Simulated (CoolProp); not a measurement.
The numbers come from the reference Helmholtz-energy equation of state, Lemmon 2006 in CoolProp. It is a short technical equation, of lower accuracy than the large ones.

Task: Give the vapour pressure (bar), liquid cp (kJ/(kg K)), vapour Z of saturated neopentane at 51.35, 74.15, 81.75 °C.

Result: 
```json
[
 {"T (°C)": "51.35", "p (bar)": "3.69", "liquid cp (kJ/(kg K))": "2.48", "vapour Z": "0.890"},
 {"T (°C)": "74.15", "p (bar)": "6.46", "liquid cp (kJ/(kg K))": "2.65", "vapour Z": "0.837"},
 {"T (°C)": "81.75", "p (bar)": "7.66", "liquid cp (kJ/(kg K))": "2.71", "vapour Z": "0.816"}
]
```
